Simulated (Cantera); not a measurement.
Charge: 1 mol SiHCl3, 3 mol NH3, held at 10.0 Torr.

Equilibrium computed with Cantera from the NASA thermochemical tables; the gas is ideal and each condensed phase is pure. Candidate condensed phases: NH4Cl, Si, Si3N4; 28 gas species. The tables' values for SiCl3, SiCl, SiN are old estimates; treat these amounts as uncertain. Gases not in the tables: Si2H6 and higher silanes. Kinetics and transport are ignored.

x: gas mole fraction; n: condensed amount in mol.

| T (°C) | x H2 | x HCl | x N2 | x SiCl2 | x SiCl4 | n Si3N4(s) | n Si(l) |
|---|---|---|---|---|---|---|---|
| 427 | 0.550 | 0.280 | 0.137 | 1.15e-12 | 0.0335 | 0.252 | 0 |
| 527 | 0.532 | 0.311 | 0.132 | 4.59e-10 | 0.0255 | 0.271 | 0 |
| 627 | 0.520 | 0.332 | 0.128 | 4.67e-8 | 0.0199 | 0.285 | 0 |
| 727 | 0.512 | 0.347 | 0.125 | 1.84e-6 | 0.0158 | 0.294 | 0 |
| 827 | 0.506 | 0.358 | 0.123 | (withheld) | (withheld) | 0.301 | 0 |
| 927 | 0.502 | 0.364 | 0.122 | 0.000421 | 0.0105 | 0.304 | 0 |
| 1027 | 0.500 | 0.363 | 0.123 | 0.00317 | 0.00811 | 0.299 | 0 |
| 1127 | 0.505 | 0.341 | 0.129 | (withheld) | (withheld) | (withheld) | 0 |
| 1227 | 0.518 | 0.287 | 0.144 | 0.0434 | 0.00181 | 0.206 | 0 |
| 1327 | 0.537 | 0.215 | 0.163 | 0.0793 | 0.000419 | 0.118 | 0 |
| 1427 | 0.555 | 0.151 | 0.180 | 0.110 | 7.70e-5 | 0.0357 | 0 |
| 1527 | 0.552 | 0.142 | 0.187 | 0.114 | 2.29e-5 | 0 | 0.0732 |
| 1627 | 0.545 | 0.149 | 0.187 | 0.110 | 8.92e-6 | 0 | 0.0922 |

Problem. What belongs in the gaps?

Solution. 
- 827, x SiCl2: 3.61e-5
- 827, x SiCl4: 0.0129
- 1127, x SiCl2: 0.0152
- 1127, x SiCl4: 0.00491
- 1127, n Si3N4(s): 0.272
